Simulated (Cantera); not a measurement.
A Cantera script and what it prints.

```python
import numpy as np
import cantera as ct

gas_names = """
    CL CL2 H HCL H2 Si SiCL SiCL2 SiCL3 SiCL4 SiH SiHCL3 SiH2 SiH2CL2 SiH3 SiH3CL SiH4 Si2 Si3
""".split()
cond_names = """
    Si(cr) Si(L)
""".split()


# ... load() reads the species with a 1 bar reference pressure and builds the phases ...
atoms = {
    'Si': {'Si': 1},
    'Cl2': {'CL': 2},
    'H2': {'H': 2},
}
top_T = {}  # K; cautious upper limits of use, not melting points


# ... equilibrate(T, P, feed) seeds the gas with the atoms and calls Mixture.equilibrate('TP', solver="vcs", rtol=1e-11, max_steps=5000) ...
results = []
T = 950  # K
P = 13332.2  # Pa
for m in [2.1, 2.5, 3, 3.6, 4.4, 5.2, 6.3, 7.6, 9.1, 11, 13, 16, 19]:
    feed = {'Si': 1, 'Cl2': 2.5, 'H2': m}  # mol
    mix = equilibrate(T, P, feed)
    results.append((T, P, feed, dict(zip(mix.species_names, mix.species_moles))))
    x = sorted(zip(gas.X, gas.species_names), reverse=True)
    print(f"T = {T:g} K  P = {P:g} Pa  n(H2) = {m:g} mol  gas = {mix.phase_moles(0):.4g} mol")
    print("   x: " + "  ".join(f"{s} {v:.3e}" for v, s in x if v > 0.0001))
    print("   condensed (mol): " + ("  ".join(f"{mix.phase(i).name} {mix.phase_moles(i):.4g}"
          for i in range(1, mix.n_phases) if mix.phase_moles(i) > 1e-12) or "none"))
```

Output:

```
T = 950 K  P = 13332.2 Pa  n(H2) = 2.1 mol  gas = 3.6 mol
   x: H2 4.424e-01  HCL 2.798e-01  SiCL4 2.757e-01  SiHCL3 1.999e-03
   condensed (mol): none
T = 950 K  P = 13332.2 Pa  n(H2) = 2.5 mol  gas = 4 mol
   x: H2 4.977e-01  HCL 2.523e-01  SiCL4 2.477e-01  SiHCL3 2.240e-03
   condensed (mol): none
T = 950 K  P = 13332.2 Pa  n(H2) = 3 mol  gas = 4.5 mol
   x: H2 5.530e-01  HCL 2.248e-01  SiCL4 2.197e-01  SiHCL3 2.478e-03
   condensed (mol): none
T = 950 K  P = 13332.2 Pa  n(H2) = 3.6 mol  gas = 5.1 mol
   x: H2 6.051e-01  HCL 1.989e-01  SiCL4 1.933e-01  SiHCL3 2.697e-03
   condensed (mol): none
T = 950 K  P = 13332.2 Pa  n(H2) = 4.4 mol  gas = 5.9 mol
   x: H2 6.580e-01  HCL 1.725e-01  SiCL4 1.665e-01  SiHCL3 2.912e-03
   condensed (mol): none
T = 950 K  P = 13332.2 Pa  n(H2) = 5.2 mol  gas = 6.7 mol
   x: H2 6.983e-01  HCL 1.524e-01  SiCL4 1.461e-01  SiHCL3 3.069e-03
   condensed (mol): none
T = 950 K  P = 13332.2 Pa  n(H2) = 6.3 mol  gas = 7.8 mol
   x: H2 7.403e-01  HCL 1.315e-01  SiCL4 1.249e-01  SiHCL3 3.223e-03
   condensed (mol): none
T = 950 K  P = 13332.2 Pa  n(H2) = 7.6 mol  gas = 9.1 mol
   x: H2 7.768e-01  HCL 1.133e-01  SiCL4 1.064e-01  SiHCL3 3.345e-03
   condensed (mol): none
T = 950 K  P = 13332.2 Pa  n(H2) = 9.1 mol  gas = 10.6 mol
   x: H2 8.078e-01  HCL 9.790e-02  SiCL4 9.079e-02  SiHCL3 3.435e-03
   condensed (mol): none
T = 950 K  P = 13332.2 Pa  n(H2) = 11 mol  gas = 12.5 mol
   x: H2 8.364e-01  HCL 8.363e-02  SiCL4 7.638e-02  SiHCL3 3.503e-03
   condensed (mol): none
T = 950 K  P = 13332.2 Pa  n(H2) = 13 mol  gas = 14.5 mol
   x: H2 8.584e-01  HCL 7.264e-02  SiCL4 6.531e-02  SiHCL3 3.539e-03
   condensed (mol): none
T = 950 K  P = 13332.2 Pa  n(H2) = 16 mol  gas = 17.5 mol
   x: H2 8.820e-01  HCL 6.084e-02  SiCL4 5.346e-02  SiHCL3 3.554e-03
   condensed (mol): none
T = 950 K  P = 13332.2 Pa  n(H2) = 19 mol  gas = 20.5 mol
   x: H2 8.987e-01  HCL 5.248e-02  SiCL4 4.511e-02  SiHCL3 3.543e-03
   condensed (mol): none
```

Equilibrium computed with Cantera from the NASA thermochemical tables; the gas is ideal and each condensed phase is pure. The tables' values for SiCl3 are old estimates; treat these amounts as uncertain.
